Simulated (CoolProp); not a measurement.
Properties of methanol along the isotherm 39.55 °C.

Model: reference Helmholtz-energy equation of state, de Reuck 1993, in CoolProp.

```tsv
p (MPa)	phase	density (kg/m³)	isothermal compressibility (1/MPa)	expansivity (1/kK)	viscosity (µPa s)	Prandtl number
5.13	liquid	777.9	0.001301	1.184	458	6.01
10.3	liquid	782.9	0.001218	1.143	472	6.10
15.4	liquid	787.7	0.001147	1.107	486	6.19
20.5	liquid	792.2	0.001086	1.074	499	6.27
25.7	liquid	796.5	0.001031	1.045	512	6.34
30.8	liquid	800.6	0.0009837	1.018	525	6.42
35.9	liquid	804.6	0.0009411	0.9942	537	6.48
41.1	liquid	808.4	0.0009019	0.9715	549	6.55
46.2	liquid	812.1	0.0008670	0.9509	561	6.61
51.3	liquid	815.6	0.0008352	0.9318	573	6.67
56.5	liquid	819.1	0.0008053	0.9136	585	6.73
61.6	liquid	822.4	0.0007784	0.8969	596	6.79
66.8	liquid	825.7	0.0007529	0.8809	608	6.85
71.9	liquid	828.8	0.0007297	0.8661	619	6.90
77	liquid	831.9	0.0007081	0.8522	630	6.95
82.2	liquid	834.9	0.0006875	0.8387	642	7.00
```

Viscosity comes from a separate model (Xiang 2006). Thermal conductivity comes from a separate model (Sykioti 2013).
